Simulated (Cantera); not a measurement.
A freely propagating, adiabatic, planar premixed flame of H2 : O2 : N2 = 1 : 0.87 : 2.61 (molar parts), unburnt at 450 K and 100.0 Torr; mixture-averaged transport, grid criteria slope 0.08 and curve 0.16, no radiation.

Cantera simulation using the H2/O2 subset of GRI-Mech 3.0, which has no nitrogen chemistry; the numbers are that mechanism's predictions, not measurements. Burning velocities carry a grid error of a few per cent, more on coarse grids. Lean hydrogen flames are cellular in practice and burn faster than this planar one.

x: mole fraction of selected species; z is measured from the peak of heat release.

```json
[
 {"z (mm)": "-15.3", "T (K)": "450", "u (m/s)": "2.84", "x H2": "0.223", "x O2": "0.194", "x O": "<1e-8", "x OH": "<1e-8", "x H2O": "<1e-8", "x H2O2": "<1e-8"},
 {"z (mm)": "-10.2", "T (K)": "450", "u (m/s)": "2.84", "x H2": "0.223", "x O2": "0.194", "x O": "<1e-8", "x OH": "<1e-8", "x H2O": "<1e-8", "x H2O2": "<1e-8"},
 {"z (mm)": "-7.66", "T (K)": "450", "u (m/s)": "2.84", "x H2": "0.223", "x O2": "0.194", "x O": "<1e-8", "x OH": "<1e-8", "x H2O": "<1e-8", "x H2O2": "<1e-8"},
 {"z (mm)": "-5.11", "T (K)": "450", "u (m/s)": "2.84", "x H2": "0.223", "x O2": "0.194", "x O": "<1e-8", "x OH": "<1e-8", "x H2O": "3.96e-8", "x H2O2": "<1e-8"},
 {"z (mm)": "-2.55", "T (K)": "462", "u (m/s)": "2.90", "x H2": "0.219", "x O2": "0.195", "x O": "4.64e-6", "x OH": "4.25e-5", "x H2O": "0.000586", "x H2O2": "4.32e-6"},
 {"z (mm)": "-1.28", "T (K)": "[?]", "u (m/s)": "4.07", "x H2": "[?]", "x O2": "0.191", "x O": "[?]", "x OH": "[?]", "x H2O": "[?]", "x H2O2": "[?]"},
 {"z (mm)": "0", "T (K)": "1053", "u (m/s)": "6.27", "x H2": "0.0880", "x O2": "0.154", "x O": "0.00638", "x OH": "0.00269", "x H2O": "0.101", "x H2O2": "1.19e-6"},
 {"z (mm)": "1.28", "T (K)": "1320", "u (m/s)": "7.79", "x H2": "0.0251", "x O2": "0.107", "x O": "0.0163", "x OH": "0.00739", "x H2O": "0.180", "x H2O2": "1.37e-6"},
 {"z (mm)": "2.55", "T (K)": "1446", "u (m/s)": "8.49", "x H2": "0.0178", "x O2": "0.0978", "x O": "0.0177", "x OH": "0.00974", "x H2O": "0.195", "x H2O2": "9.52e-7"},
 {"z (mm)": "5.11", "T (K)": "1583", "u (m/s)": "9.22", "x H2": "0.0161", "x O2": "0.0946", "x O": "0.0161", "x OH": "0.0121", "x H2O": "0.204", "x H2O2": "5.24e-7"},
 {"z (mm)": "10.2", "T (K)": "1722", "u (m/s)": "9.93", "x H2": "0.0136", "x O2": "0.0924", "x O": "0.0131", "x OH": "0.0138", "x H2O": "0.214", "x H2O2": "2.66e-7"},
 {"z (mm)": "20.4", "T (K)": "1849", "u (m/s)": "10.6", "x H2": "0.0101", "x O2": "0.0911", "x O": "0.00932", "x OH": "0.0142", "x H2O": "0.223", "x H2O2": "1.43e-7"},
 {"z (mm)": "40.9", "T (K)": "1953", "u (m/s)": "11.1", "x H2": "0.00631", "x O2": "0.0907", "x O": "0.00566", "x OH": "0.0127", "x H2O": "0.233", "x H2O2": "8.57e-8"}
]
```

Problem. What belongs in the gaps?

Solution. 
- -1.28, T (K): 663
- -1.28, x H2: 0.186
- -1.28, x O: 0.000192
- -1.28, x OH: 0.000555
- -1.28, x H2O: 0.0181
- -1.28, x H2O2: 7.62e-6
